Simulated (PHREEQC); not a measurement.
1 kg of water holding 0.3 mol/kgw KCl, 0.0038 mol/kgw KHCO3, 0.021 mol/kgw K2CO3 and 0.002 mol/kgw K2SO4 is evaporated at 5 °C; the solids stay in contact with the brine. The system is closed to CO2. Only these solids could form: Arcanite, Kalicinite, Misenite, Sylvite.

Model: Pitzer model, pitzer.dat, run in PHREEQC.

```csv
water left (kg),ionic strength,water activity,Sylvite (mol),Arcanite (mol),C in solution (mol/kgw),K in solution (mol/kgw),S in solution (mol/kgw)
1,0.373,0.989,0,0,0.0248,0.350,0.00200
0.8219,0.453,0.987,0,0,0.0302,0.426,0.00243
0.6755,0.552,0.984,0,0,0.0367,0.518,0.00296
0.4563,0.817,0.977,0,0,0.0543,0.767,0.00438
0.375,…,0.972,0,0,0.0661,0.933,0.00533
0.3082,1.21,0.966,0,0,0.0805,1.13,0.00649
0.2533,1.47,0.959,0,0,0.0979,1.38,0.00789
0.1711,…,0.939,0,0,0.145,2.04,0.0117
0.1407,2.65,…,0,0,0.176,2.49,0.0142
0.1156,3.22,0.910,0,0,0.214,3.03,0.0173
0.09502,3.92,0.890,0,0,0.261,3.68,0.0210
0.06418,4.69,0.871,0.0719,0,0.386,4.33,0.0312
0.05276,4.87,0.869,0.116,0,0.470,…,0.0379
0.04335,5.09,0.867,0.152,0,0.572,4.56,0.0461
0.03564,5.36,0.865,0.182,0,0.696,4.72,0.0561
0.0293,5.66,0.861,0.206,0.000423,0.846,4.89,0.0538
0.01979,6.46,0.852,0.242,0.00107,1.25,5.35,0.0469
0.01628,…,0.845,0.255,0.00130,1.52,5.67,0.0428
0.01337,7.68,…,0.266,0.00149,1.85,6.07,0.0384
0.011,8.52,0.824,0.274,0.00163,2.26,6.57,0.0337
0.007429,10.8,0.788,0.287,0.00182,3.34,…,0.0239
0.006096,12.5,0.759,0.291,0.00188,4.07,9.02,0.0191
0.005015,14.5,0.722,0.294,0.00193,4.95,10.3,0.0147
```

Problem. Fill in the missing entries.

Solution. 
- 0.375, ionic strength: 0.994
- 0.1711, ionic strength: 2.18
- 0.1407, water activity: 0.926
- 0.05276, K in solution (mol/kgw): 4.43
- 0.01628, ionic strength: 7.01
- 0.01337, water activity: 0.836
- 0.007429, K in solution (mol/kgw): 8.00

At this temperature some constants are extrapolated from 25 °C, and those without enthalpy data are left unchanged.
